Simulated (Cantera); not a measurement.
Input (Python, Cantera) and output of one run.

```python
import numpy as np
import cantera as ct

gas_names = """
    AL ALN ALO ALO2 AL2 AL2O AL2O2 N NO NO2 NO3 N2 N2O O O2 O3
""".split()
cond_names = """
    AL(cr) AL(L) ALN(s) AL2O3(a) AL2O3(L)
""".split()


# ... load() reads the species with a 1 bar reference pressure and builds the phases ...
atoms = {
    'Al2O3': {'AL': 2, 'O': 3},
    'N2': {'N': 2},
}
top_T = {'ALN(s)': 2750}  # K; cautious upper limits of use, not melting points


# ... equilibrate(T, P, feed) seeds the gas with the atoms and calls Mixture.equilibrate('TP', solver="vcs", rtol=1e-11, max_steps=5000) ...
results = []
feed = {'Al2O3': 1, 'N2': 0.011}  # mol
P = 8.4  # Pa
for T in [2275, 2325, 2375, 2425, 2475, 2525, 2575, 2625, 2675, 2725, 2775, 2825, 2875, 2925]:
    mix = equilibrate(T, P, feed)
    results.append((T, P, feed, dict(zip(mix.species_names, mix.species_moles))))

top = {s: max(r[3][s] / sum(r[3][g] for g in gas_names) for r in results) for s in gas_names}
cols = sorted((s for s in top if top[s] > 1e-05), key=lambda s: -top[s])[:5]
seen = [c for c in cond_names if any(r[3].get(c, 0) > 1e-12 for r in results)]
print("log10 of partial pressures in bar; condensed amounts in mol")
print(f"{'T/K':>10s}" + "".join(f"{s[:9]:>10s}" for s in cols + seen))
for T, P, feed, n in results:
    ng = sum(n[g] for g in gas_names)
    print(f"{T:10.4g}" + "".join(f"{np.log10(max(n[s] / ng * P / 1e5, 1e-99)):10.3f}" for s in cols)
          + "".join(f"{n.get(c, 0):10.4g}" for c in seen))
```

It prints:

```
log10 of partial pressures in bar; condensed amounts in mol
       T/K        N2         O        AL       ALO      AL2O  AL2O3(a)  AL2O3(L)
      2275    -4.083    -6.186    -6.389    -6.837    -7.511         1         0
      2325    -4.090    -5.880    -6.096    -6.494    -7.144    0.9999         0
      2375    -4.103    -5.599    -5.826    -6.186    -6.821         0    0.9998
      2425    -4.127    -5.330    -5.567    -5.892    -6.514         0    0.9997
      2475    -4.174    -5.072    -5.319    -5.610    -6.221         0    0.9993
      2525    -4.270    -4.824    -5.081    -5.340    -5.940         0    0.9984
      2575    -4.501    -4.587    -4.853    -5.082    -5.672         0    0.9954
      2625    -6.679    -4.378    -4.652    -4.871    -5.469         0         0
      2675    -6.705    -4.358    -4.591    -4.981    -5.721         0         0
      2725    -6.725    -4.342    -4.550    -5.109    -6.003         0         0
      2775    -6.738    -4.330    -4.524    -5.248    -6.305         0         0
      2825    -6.747    -4.321    -4.508    -5.393    -6.615         0         0
      2875    -6.752    -4.314    -4.497    -5.541    -6.928         0         0
      2925    -6.756    -4.310    -4.490    -5.689    -7.238         0         0
```

Cantera equilibrium calculation (NASA polynomials, part measured and part estimated; ideal gas, pure solids and liquids).
